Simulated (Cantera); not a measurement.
What does this Cantera script print?

```python
import numpy as np
import cantera as ct

gas_names = """
    CL CL2 H HCL H2 N NH NH2 NH3 N2 N2H2 N2H4 Si SiCL SiCL2 SiCL3 SiCL4 SiH SiHCL3 SiH2 SiH2CL2 SiH3
    SiH3CL SiH4 SiN Si2 Si2N Si3
""".split()
cond_names = """
    NH4CL(a) NH4CL(b) Si(cr) Si(L) Si3N4(a)
""".split()


# ... load() reads the species with a 1 bar reference pressure and builds the phases ...
atoms = {
    'SiHCl3': {'Si': 1, 'H': 1, 'CL': 3},
    'N2': {'N': 2},
    'H2': {'H': 2},
}
top_T = {'Si3N4(a)': 2400}  # K; cautious upper limits of use, not melting points


# ... equilibrate(T, P, feed) seeds the gas with the atoms and calls Mixture.equilibrate('TP', solver="vcs", rtol=1e-11, max_steps=5000) ...
results = []
feed = {'SiHCl3': 1, 'N2': 53, 'H2': 0.17}  # mol
P = 700  # Pa
for T in [775, 975, 1175, 1375, 1575, 1775, 1975]:
    mix = equilibrate(T, P, feed)
    results.append((T, P, feed, dict(zip(mix.species_names, mix.species_moles))))

top = {s: max(r[3][s] / sum(r[3][g] for g in gas_names) for r in results) for s in gas_names}
cols = sorted((s for s in top if top[s] > 1e-05), key=lambda s: -top[s])[:6]
seen = [c for c in cond_names if any(r[3].get(c, 0) > 1e-12 for r in results)]
print("log10 of partial pressures in bar; condensed amounts in mol")
print(f"{'T/K':>10s}" + "".join(f"{s[:9]:>10s}" for s in cols + seen))
for T, P, feed, n in results:
    ng = sum(n[g] for g in gas_names)
    print(f"{T:10.4g}" + "".join(f"{np.log10(max(n[s] / ng * P / 1e5, 1e-99)):10.3f}" for s in cols)
          + "".join(f"{n.get(c, 0):10.4g}" for c in seen))
```

It prints:

```
log10 of partial pressures in bar; condensed amounts in mol
       T/K        N2       HCL     SiCL2     SiCL4        H2        CL  Si3N4(a)
       775    -2.169    -3.841   -12.382    -4.218    -4.848   -13.397    0.1766
       975    -2.169    -3.813    -8.473    -4.236    -5.025   -10.269    0.1827
      1175    -2.169    -3.802    -5.922    -4.264    -5.137    -8.203    0.1823
      1375    -2.171    -3.812    -4.317    -4.660    -5.062    -6.828    0.1111
      1575    -2.172    -3.919    -3.915    -6.332    -4.608    -6.096         0
      1775    -2.173    -3.920    -3.905    -7.396    -4.617    -5.264         0
      1975    -2.174    -3.951    -3.920    -8.347    -4.597    -4.643         0
```

These are equilibrium values from Cantera (NASA tables, ideal gas, pure condensed phases), not measurements of a reactor. N2 is the only nitrogen source here; it is nearly inert below about 1500 K, so the nitride shown seldom forms there in practice. The tables' values for SiCl3, SiCl, SiN are old estimates; treat these amounts as uncertain.
